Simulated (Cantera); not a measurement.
Feed: 1 mol SiH4, 23 mol O2, equilibrated at 325 °C and 26.3 Torr.

Equilibrium computed with Cantera from the NASA thermochemical tables; the gas is ideal and each condensed phase is pure. Candidate condensed phases: H2O, Si, SiO2; 18 gas species. Rates play no part.

Base state: O2 0.913, H2O 0.0870 (mole fractions); condensed: SiO2(α-quartz).

**Question.** What changes in the equilibrium state with this change: SiH4 replaced by SiF4?

**Answer.** 
| species | before | after |
|---|---|---|
| O2 | 0.913 | 0.958 |
| SiF4 | 0 | 0.0417 |
| H2O | 0.0870 | 0 |
| SiO2(α-quartz), mol | 1.00 | 0 |
